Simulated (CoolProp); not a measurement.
R1123 along the isotherm 60.55 °C: density (kg/m³) from the reference equation and from simpler models built on Tc = 58.6 °C, pc = 4.549 MPa, ω = 0.243; each cubic takes its own stable root.

Model: reference Helmholtz-energy equation of state, Akasaka 2020, in CoolProp.

| p (MPa) | phase | reference | van der Waals | Redlich-Kwong | Peng-Robinson |
|---|---|---|---|---|---|
| 0.0632 | gas | 1.877 | 1.876 | 1.877 | 1.878 |
| 0.0954 | gas | 2.841 | 2.838 | 2.840 | 2.843 |
| 0.144 | gas | 4.304 | 4.297 | 4.303 | 4.308 |
| 0.217 | gas | 6.523 | 6.507 | 6.521 | 6.532 |
| 0.328 | gas | 9.946 | 9.910 | 9.941 | 9.968 |
| 0.494 | gas | 15.18 | 15.10 | 15.17 | 15.23 |
| 0.746 | gas | 23.42 | 23.22 | 23.39 | 23.54 |
| 1.12 | gas | … | 35.87 | 36.28 | 36.63 |
| 1.7 | gas | 58.48 | 57.21 | 58.24 | 59.14 |
| 2.56 | gas | 97.76 | 94.22 | 97.01 | 99.41 |
| 3.86 | gas | 188.8 | … | … | 193.1 |
| 5.83 | supercritical | 776.4 | 537.7 | 634.7 | 695.4 |
| 8.79 | supercritical | 878.0 | 620.0 | 756.3 | 836.9 |
| 13.3 | supercritical | 949.7 | 679.0 | … | 939.6 |
| 20 | supercritical | 1014 | 730.1 | 926.5 | 1030 |

Question: What belongs in the gaps?

Answer: 
- 1.12, reference: 36.36
- 3.86, van der Waals: 175.9
- 3.86, Redlich-Kwong: 185.3
- 13.3, Redlich-Kwong: 846.3
